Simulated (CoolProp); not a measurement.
Vapour-liquid equilibrium of R143a (1) + propane (2) at 0.159 MPa; x and y are mole fractions of (1).

Computed with CoolProp (multi-fluid Helmholtz-energy mixture model, Lemmon and Jacobsen 2000 and Lemmon 2009; pair parameters Bell 2016).

Q: Give the bubble temperature and the first vapour's composition at x = 0.35, 0.65, 0.75. Is there an azeotrope?

A: x = 0.35: 230.2 K, y = 0.501; x = 0.65: 229.8 K, y = 0.593; x = 0.75: 230.3 K, y = 0.644. y crosses x between x = 0.55 and 0.65: the model has an azeotrope there.

The pair parameters rest on a limited set of measurements; away from them the model extrapolates.
